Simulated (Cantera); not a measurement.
A closed system holds: 1 mol PbO, 0.14 mol H2, 9.3 mol N2, at 3300 Torr.

Method: chemical equilibrium by Gibbs-energy minimisation in Cantera with the NASA 1993 tables (ideal gas, pure condensed phases). Candidate condensed phases: H2O, Pb, PbO, PbO2, Pb3O4; 27 gas species. Each liquid is taken as pure. Mutual solubility and eutectic melting of coexisting phases are not modelled. Gases not in the tables: (PbO)n polymers. Kinetics and transport are ignored. All values below are at 1273 K.

Base state: N2 0.985, H2O 0.0148, Pb 0.000417, PbO 6.35e-5 (mole fractions); condensed: Pb(l) + PbO(l).

Question: What changes in the equilibrium state with this change: pressure from 3300 Torr to 750 Torr?

Answer: 
```json
[
 {"species": "N2", "before": "0.985", "after": "0.983"},
 {"species": "H2O", "before": "0.0148", "after": "0.0148"},
 {"species": "Pb", "before": "0.000417", "after": "0.00184"},
 {"species": "PbO", "before": "6.35e-5", "after": "0.000280"},
 {"species": "Pb(l), mol", "before": "0.136", "after": "0.123"},
 {"species": "PbO(l), mol", "before": "0.859", "after": "0.857"}
]
```
